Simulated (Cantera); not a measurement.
Input (Python, Cantera):

```python
import numpy as np
import cantera as ct

gas = ct.Solution("gri30.yaml")
gas.TPX = 950, 101325, {'CO': 1, 'H2': 0.037, 'O2': 1.52, 'N2': 16.8}
reactor = ct.IdealGasConstPressureReactor(gas, energy="on", clone=False)
net = ct.ReactorNet([reactor])
net.rtol, net.atol = 1e-08, 1e-16
show = ['CO', 'H2', 'O2', 'HO2', 'NO', 'H']
times = np.geomspace(9e-06, 0.7, 10)

steps = ct.SolutionArray(gas, extra=["t"])
rows = []
print(f"{'t/s':>10s}{'T/K':>9s}{'P/Pa':>11s}" + "".join(f"{s:>11s}" for s in show))
for t in times:
    while net.time < t:
        t_next = net.step()
        steps.append(gas.state, t=t_next)
    rows.append([np.interp(t, steps.t, y) for y in (steps.T, steps.P, *steps(*show).X.T)])
    print(f"{t:10.3e}{rows[-1][0]:9.1f}{rows[-1][1]:11.4g}" + "".join(f"{x:11.3e}" for x in rows[-1][2:]))
rate = np.gradient(steps.T, steps.t)
print("integrator steps:", len(steps.t))
if steps.T.max() > steps.T[0] + 200:
    print(f"time of steepest temperature rise: {steps.t[rate.argmax()]:.4e} s")
gas.TPX = 950, 101325, {'CO': 1, 'H2': 0.037, 'O2': 1.52, 'N2': 16.8}
gas.equilibrate("HP")
print(f"equilibrium (HP): T = {gas.T:.1f} K  " + "  ".join(f"{s} {gas[s].X[0]:.3e}" for s in show))
```

Output:

```
       t/s      T/K       P/Pa         CO         H2         O2        HO2         NO          H
 9.000e-06    950.0  1.013e+05  5.166e-02  1.911e-03  7.852e-02  3.371e-13  3.996e-25  3.756e-13
 3.145e-05    950.0  1.013e+05  5.166e-02  1.911e-03  7.852e-02  2.891e-12  5.980e-24  2.402e-12
 1.099e-04    950.0  1.013e+05  5.166e-02  1.911e-03  7.852e-02  4.333e-11  1.012e-22  1.223e-11
 3.842e-04    950.0  1.013e+05  5.166e-02  1.911e-03  7.852e-02  5.623e-10  2.387e-21  4.448e-11
 1.343e-03    950.0  1.013e+05  5.166e-02  1.911e-03  7.852e-02  6.023e-09  6.838e-20  1.572e-10
 4.692e-03    950.0  1.013e+05  5.166e-02  1.911e-03  7.852e-02  1.131e-07  1.076e-17  1.778e-09
 1.640e-02    951.1  1.013e+05  5.155e-02  1.881e-03  7.845e-02  1.256e-05  3.697e-13  2.412e-07
 5.731e-02    981.0  1.013e+05  4.868e-02  1.278e-03  7.678e-02  2.113e-05  5.757e-11  1.588e-06
 2.003e-01   1394.4  1.013e+05  5.960e-06  3.537e-08  5.316e-02  3.538e-08  1.907e-06  7.671e-09
 7.000e-01   1394.5  1.013e+05  3.091e-07  4.402e-09  5.316e-02  4.993e-09  1.932e-06  3.678e-10
integrator steps: 1810
time of steepest temperature rise: 7.8574e-02 s
equilibrium (HP): T = 1393.6 K  CO 2.023e-07  H2 3.489e-09  O2 5.297e-02  HO2 4.288e-09  NO 3.752e-04  H 2.629e-10
```

Model: GRI-Mech 3.0 (53 species, 325 reactions), integrated in Cantera.
